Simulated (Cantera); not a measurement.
**Abatement and gas-phase synthesis: S + O₂ + N₂**

Input: 1 mol S, 1.1 mol O₂, a varied amount of N₂, equilibrated at 2998 K and 0.00133 bar.

Method: chemical equilibrium by Gibbs-energy minimisation in Cantera with the NASA 1993 tables (ideal gas, pure condensed phases). Candidate condensed phases: S; 17 gas species. Equilibrium is a limit: real reactors are often held back by kinetics, nucleation or transport.

```json
[
 {"n(N₂) (mol)": "0.42", "x N₂": "0.130", "x O": "0.518", "x S": "0.208", "x SO": "0.0984", "x O₂": "0.0283"},
 {"n(N₂) (mol)": "0.63", "x N₂": "0.183", "x O": "0.489", "x S": "0.198", "x SO": "0.0885", "x O₂": "0.0252"},
 {"n(N₂) (mol)": "0.95", "x N₂": "0.251", "x O": "0.451", "x S": "0.185", "x SO": "0.0762", "x O₂": "0.0214"},
 {"n(N₂) (mol)": "1.4", "x N₂": "0.329", "x O": "0.407", "x S": "0.169", "x SO": "0.0630", "x O₂": "0.0175"},
 {"n(N₂) (mol)": "2.2", "x N₂": "0.432", "x O": "0.349", "x S": "0.147", "x SO": "0.0470", "x O₂": "0.0128"},
 {"n(N₂) (mol)": "3.3", "x N₂": "0.529", "x O": "0.292", "x S": "0.126", "x SO": "0.0336", "x O₂": "0.00900"},
 {"n(N₂) (mol)": "5", "x N₂": "0.626", "x O": "0.235", "x S": "0.103", "x SO": "0.0220", "x O₂": "0.00580"},
 {"n(N₂) (mol)": "7.5", "x N₂": "0.713", "x O": "0.183", "x S": "0.0811", "x SO": "0.0135", "x O₂": "0.00351"},
 {"n(N₂) (mol)": "11", "x N₂": "0.782", "x O": "0.140", "x S": "0.0629", "x SO": "0.00804", "x O₂": "0.00206"},
 {"n(N₂) (mol)": "17", "x N₂": "0.846", "x O": "0.0998", "x S": "0.0455", "x SO": "0.00416", "x O₂": "0.00105"},
 {"n(N₂) (mol)": "26", "x N₂": "0.892", "x O": "0.0700", "x S": "0.0322", "x SO": "0.00206", "x O₂": "0.000516"},
 {"n(N₂) (mol)": "39", "x N₂": "0.925", "x O": "0.0489", "x S": "0.0227", "x SO": "0.00102", "x O₂": "0.000252"}
]
```
x: gas mole fraction; nothing condenses.

From 0.42 mol N₂ to 39 mol N₂ nothing is condensed.
